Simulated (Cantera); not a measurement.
What does this Cantera script print?

```python
import numpy as np
import cantera as ct

gas = ct.Solution("gri30.yaml")
gas.TPX = 1400, 140000, {'CH4': 0.013, 'O2': 0.034, 'N2': 1}
reactor = ct.IdealGasConstPressureReactor(gas, energy="off", clone=False)
net = ct.ReactorNet([reactor])
net.rtol, net.atol = 1e-08, 1e-18
show = ['CH4', 'O2', 'HO2', 'CH2O', 'NO2']
times = np.geomspace(8e-05, 30, 13)

steps = ct.SolutionArray(gas, extra=["t"])
rows = []
print(f"{'t/s':>10s}{'T/K':>9s}{'P/Pa':>11s}" + "".join(f"{s:>11s}" for s in show))
for t in times:
    while net.time < t:
        t_next = net.step()
        steps.append(gas.state, t=t_next)
    rows.append([np.interp(t, steps.t, y) for y in (steps.T, steps.P, *steps(*show).X.T)])
    print(f"{t:10.3e}{rows[-1][0]:9.1f}{rows[-1][1]:11.4g}" + "".join(f"{x:11.3e}" for x in rows[-1][2:]))
rate = np.gradient(steps.T, steps.t)
print("integrator steps:", len(steps.t))
if steps.T.max() > steps.T[0] + 200:
    print(f"time of steepest temperature rise: {steps.t[rate.argmax()]:.4e} s")
gas.TPX = 1400, 140000, {'CH4': 0.013, 'O2': 0.034, 'N2': 1}
gas.equilibrate("TP")
print(f"equilibrium (TP): T = {gas.T:.1f} K  " + "  ".join(f"{s} {gas[s].X[0]:.3e}" for s in show))
```

Output:

```
       t/s      T/K       P/Pa        CH4         O2        HO2       CH2O        NO2
 8.000e-05   1400.0    1.4e+05  1.242e-02  3.247e-02  4.972e-08  5.524e-09  7.452e-21
 2.331e-04   1400.0    1.4e+05  1.242e-02  3.247e-02  1.265e-07  5.435e-08  2.280e-19
 6.794e-04   1400.0    1.4e+05  1.241e-02  3.247e-02  2.381e-07  6.067e-07  7.273e-18
 1.980e-03   1400.0    1.4e+05  1.240e-02  3.246e-02  2.460e-07  7.195e-06  1.946e-16
 5.769e-03   1400.0    1.4e+05  1.225e-02  3.238e-02  6.612e-07  5.731e-05  9.996e-15
 1.681e-02   1400.0    1.4e+05  8.890e-03  3.004e-02  8.334e-06  2.860e-04  3.261e-12
 4.899e-02   1400.0    1.4e+05  2.400e-18  7.636e-03  5.015e-08 -4.684e-19  1.180e-08
 1.428e-01   1400.0    1.4e+05  9.811e-21  7.637e-03  7.415e-09  2.059e-20  5.844e-09
 4.160e-01   1400.0    1.4e+05  1.596e-22  7.638e-03  4.268e-09  8.256e-21  4.482e-09
 1.212e+00   1400.0    1.4e+05 -4.778e-25  7.638e-03  4.080e-09  8.201e-21  4.403e-09
 3.533e+00   1400.0    1.4e+05  2.380e-27  7.638e-03  4.080e-09  8.199e-21  4.404e-09
 1.029e+01   1400.0    1.4e+05  7.320e-28  7.638e-03  4.080e-09  8.199e-21  4.409e-09
 3.000e+01   1400.0    1.4e+05  1.008e-28  7.638e-03  4.080e-09  8.199e-21  4.424e-09
integrator steps: 2507
equilibrium (TP): T = 1400.0 K  CH4 1.952e-31  O2 7.563e-03  HO2 4.050e-09  CH2O 8.280e-21  NO2 2.529e-07
```

Cantera simulation using GRI-Mech 3.0 (53 species, 325 reactions); the numbers are that mechanism's predictions, not measurements. The temperature is held fixed by assumption; the heat of reaction is taken as removed at once.
